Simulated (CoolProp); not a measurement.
Vapour-liquid equilibrium of n-octane (1) + p-xylene (2) at 6.66 bar; x and y are mole fractions of (1).

Model: multi-fluid Helmholtz-energy mixture model, Beckmüller 2019 and Zhou 2012; pair parameters Bell 2016, in CoolProp.

```
x      bubble temperature, mixture model (K)  bubble temperature, Raoult's law (K)  y, mixture model  y, Raoult's law
-----  -------------------------------------  ------------------------------------  ----------------  ---------------
0.05                                   497.7                                 498.3             0.069            0.065
0.125                                  495.6                                 497.0             0.165            0.158
0.2                                    493.9                                 495.7             0.252            0.248
0.275                                  492.3                                 494.4             0.333            0.333
0.35                                   491.0                                 493.2             0.409            0.415
0.425                                  489.7                                 491.9             0.482            0.494
0.5                                    488.6                                 490.8             0.552            0.569
0.575                                  487.6                                 489.6             0.621            0.641
0.65                                   486.7                                 488.5             0.688            0.711
0.725                                  485.9                                 487.3             0.755            0.777
0.8                                    485.1                                 486.2             0.822            0.841
0.875                                  484.4                                 485.2             0.888            0.903
0.95                                   483.8                                 484.1             0.955            0.962
```

The largest gap from Raoult's law is -2.2 K in bubble temperature, at x = 0.425. No azeotrope shows between x = 0.05 and 0.95.

The pair parameters rest on a limited set of measurements; away from them the model extrapolates.
